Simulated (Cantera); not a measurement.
A closed system holds: 1 mol CCl4, 0.087 mol H2, held at 17.0 Pa.

Cantera equilibrium calculation (NASA polynomials, part measured and part estimated; ideal gas, pure solids and liquids). Candidate condensed phases: C, C6H6, C7H8, C8H18; 91 gas species. The numbers say what is thermodynamically allowed, not how fast it happens. All values below are at 1673 K.

Base state: Cl 0.951, HCl 0.0437, Cl2 0.00556 (mole fractions); condensed: C(graphite).

### Question
What changes in the equilibrium state with this change: CCl4 replaced by CF4?

### Answer
```
species            before    after
----------------  -------  -------
CF4                     0    0.802
HF                      0    0.150
CF2                     0   0.0296
Cl                  0.951        0
HCl                0.0437        0
F                       0   0.0173
Cl2               0.00556        0
CF3                     0  0.00152
C(graphite), mol    1.000   0.0309
```
Gases not in the tables: C2F6 and larger saturated fluorocarbons.

### Question
What changes in the equilibrium state with this change: H2 from 0.087 to 1.5 mol?

### Answer
```tsv
species	before	after
HCl	0.0437	0.749
Cl	0.951	0.250
H2	9.85e-8	0.000417
Cl2	0.00556	0.000385
H	2.74e-6	0.000178
C(graphite), mol	1.000	1.000
```
